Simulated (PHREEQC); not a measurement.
Dissolve 0.12 mol Cu(NO3)2, 0.00018 mol H2SO4 and 0.00022 mol KCl per kg of water at 25 °C. Closed to the air; pH follows from the charge balance.

Model: ion-association model, wateq4f.dat, run in PHREEQC.

This is a speciation only: nothing precipitates in the calculation.

Task: Order these S species by the share of S that they hold, largest first: CuSO4, SO4-2, HSO4-.

Result: CuSO4 (59 %), SO4-2 (41 %), HSO4- (0.38 %)

The pH is 3.55 and the ionic strength 0.360 mol/kgw. Complexes and solids missing from the database can't appear.
